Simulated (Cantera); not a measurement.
A Cantera script and what it prints.

```python
import numpy as np
import cantera as ct

gas_names = """
    AL ALH ALI ALI3 ALN ALO ALOH ALO2 ALO2H AL2 AL2I6 AL2O AL2O2 H HALO HI HNO HNO2 HNO3 HO2 H2 H2O H2O2
    I I2 N NH NH2 NH3 NH2OH NO NO2 NO3 N2 N2H2 N2H4 N2O O OH O2 O3
""".split()
cond_names = """
    AL(cr) AL(L) ALI3(s) ALI3(L) ALN(s) AL2O3(a) AL2O3(L) H2O(s) H2O(L) I2(cr) I2(L)
""".split()


# ... load() reads the species with a 1 bar reference pressure and builds the phases ...
atoms = {
    'AlI3': {'AL': 1, 'I': 3},
    'N2O': {'N': 2, 'O': 1},
    'H2': {'H': 2},
    'N2': {'N': 2},
}
top_T = {'ALN(s)': 2750}  # K; cautious upper limits of use, not melting points


# ... equilibrate(T, P, feed) seeds the gas with the atoms and calls Mixture.equilibrate('TP', solver="vcs", rtol=1e-11, max_steps=5000) ...
results = []
feed = {'AlI3': 1, 'N2O': 2.4, 'H2': 630, 'N2': 56}  # mol
P = 13332.2  # Pa
for T in [798, 898, 998, 1098, 1198, 1298, 1398, 1498, 1598, 1698, 1798, 1898, 1998, 2098]:
    mix = equilibrate(T, P, feed)
    results.append((T, P, feed, dict(zip(mix.species_names, mix.species_moles))))
    x = sorted(zip(gas.X, gas.species_names), reverse=True)
    print(f"T = {T:g} K  P = {P:g} Pa  gas = {mix.phase_moles(0):.4g} mol")
    print("   x: " + "  ".join(f"{s} {v:.3e}" for v, s in x if v > 1e-05))
    print("   condensed (mol): " + ("  ".join(f"{mix.phase(i).name} {mix.phase_moles(i):.4g}"
          for i in range(1, mix.n_phases) if mix.phase_moles(i) > 1e-12) or "none"))
```

Output:

```
T = 798 K  P = 13332.2 Pa  gas = 689.8 mol
   x: H2 9.096e-01  N2 8.461e-02  HI 4.338e-03  H2O 1.305e-03  NH3 1.026e-04  I 1.015e-05
   condensed (mol): AL2O3(a) 0.5
T = 898 K  P = 13332.2 Pa  gas = 689.9 mol
   x: H2 9.097e-01  N2 8.463e-02  HI 4.307e-03  H2O 1.305e-03  NH3 4.143e-05  I 4.073e-05
   condensed (mol): AL2O3(a) 0.5
T = 998 K  P = 13332.2 Pa  gas = 689.9 mol
   x: H2 9.097e-01  N2 8.464e-02  HI 4.224e-03  H2O 1.304e-03  I 1.226e-04  NH3 1.985e-05
   condensed (mol): AL2O3(a) 0.5
T = 1098 K  P = 13332.2 Pa  gas = 690 mol
   x: H2 9.097e-01  N2 8.463e-02  HI 4.051e-03  H2O 1.304e-03  I 2.950e-04  NH3 1.081e-05
   condensed (mol): AL2O3(a) 0.5
T = 1198 K  P = 13332.2 Pa  gas = 690.1 mol
   x: H2 9.097e-01  N2 8.462e-02  HI 3.756e-03  H2O 1.304e-03  I 5.898e-04
   condensed (mol): AL2O3(a) 0.5
T = 1298 K  P = 13332.2 Pa  gas = 690.2 mol
   x: H2 9.097e-01  N2 8.461e-02  HI 3.339e-03  H2O 1.304e-03  I 1.006e-03
   condensed (mol): AL2O3(a) 0.5
T = 1398 K  P = 13332.2 Pa  gas = 690.4 mol
   x: H2 9.098e-01  N2 8.458e-02  HI 2.844e-03  I 1.500e-03  H2O 1.304e-03  H 1.236e-05
   condensed (mol): AL2O3(a) 0.5
T = 1498 K  P = 13332.2 Pa  gas = 690.6 mol
   x: H2 9.097e-01  N2 8.456e-02  HI 2.338e-03  I 2.006e-03  H2O 1.303e-03  H 4.489e-05
   condensed (mol): AL2O3(a) 0.5
T = 1598 K  P = 13332.2 Pa  gas = 690.8 mol
   x: H2 9.097e-01  N2 8.454e-02  I 2.466e-03  HI 1.876e-03  H2O 1.303e-03  H 1.390e-04
   condensed (mol): AL2O3(a) 0.5
T = 1698 K  P = 13332.2 Pa  gas = 691 mol
   x: H2 9.095e-01  N2 8.451e-02  I 2.852e-03  HI 1.489e-03  H2O 1.303e-03  H 3.777e-04
   condensed (mol): AL2O3(a) 0.4998
T = 1798 K  P = 13332.2 Pa  gas = 691.3 mol
   x: H2 9.090e-01  N2 8.448e-02  I 3.158e-03  H2O 1.307e-03  HI 1.178e-03  H 9.193e-04
   condensed (mol): AL2O3(a) 0.4989
T = 1898 K  P = 13332.2 Pa  gas = 691.8 mol
   x: H2 9.079e-01  N2 8.442e-02  I 3.388e-03  H 2.040e-03  H2O 1.321e-03  HI 9.350e-04  ALI 1.294e-05
   condensed (mol): AL2O3(a) 0.4951
T = 1998 K  P = 13332.2 Pa  gas = 692.6 mol
   x: H2 9.058e-01  N2 8.432e-02  H 4.181e-03  I 3.543e-03  H2O 1.376e-03  HI 7.445e-04  ALI 4.396e-05
   condensed (mol): AL2O3(a) 0.4812
T = 2098 K  P = 13332.2 Pa  gas = 694 mol
   x: H2 9.019e-01  N2 8.415e-02  H 8.004e-03  I 3.616e-03  H2O 1.546e-03  HI 5.928e-04  ALI 1.142e-04  AL 3.556e-05  ALOH 1.507e-05
   condensed (mol): AL2O3(a) 0.4366
```

Cantera equilibrium calculation (NASA polynomials, part measured and part estimated; ideal gas, pure solids and liquids). The tables' values for AlOH are old estimates; treat these amounts as uncertain.
